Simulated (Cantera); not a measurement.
Charge: 1 mol Si, 0.036 mol CO₂, 2.7 mol H₂, at 1.00 bar.

Equilibrium computed with Cantera from the NASA thermochemical tables; the gas is ideal and each condensed phase is pure. Candidate condensed phases: C, C₆H₆, C₇H₈, C₈H₁₈, H₂O, Si, SiC, SiO₂; 123 gas species. Each liquid is taken as pure. Mutual solubility and eutectic melting of coexisting phases are not modelled. The tables hold silica as quartz up to 1696 K and as liquid above; real silica turns to tridymite and cristobalite and melts near 1996 K. Gases not in the tables: Si₂H₆ and higher silanes. Kinetics and transport are ignored.

Task: Which condensed phases are stable at each of these points (T (K)): 1350, 1450, 1550, 1650, 1750, 1850, 1950, 2050, 2150?

Result: 
| T (K) | condensed phases | Si condensed (%) |
|---|---|---|
| 1350 | Si(s) + SiC(s) + SiO₂(β-quartz) | 100.0 |
| 1450 | Si(s) + SiC(s) + SiO₂(β-quartz) | 99.9 |
| 1550 | Si(s) + SiC(s) + SiO₂(β-quartz) | 99.7 |
| 1650 | Si(s) + SiC(s) + SiO₂(β-quartz) | 98.3 |
| 1750 | Si(l) + SiC(s) + SiO₂(condensed) | 93.5 |
| 1850 | Si(l) + SiC(s) | 93.7 |
| 1950 | Si(l) + SiC(s) | 94.2 |
| 2050 | Si(l) + SiC(s) | 94.8 |
| 2150 | Si(l) + SiC(s) | 95.5 |

From 1350 K to 1650 K the condensed part is Si(s) + SiC(s) + SiO₂(β-quartz). At 1750 K the condensed part is Si(l) + SiC(s) + SiO₂(condensed). From 1850 K to 2150 K the condensed part is Si(l) + SiC(s).
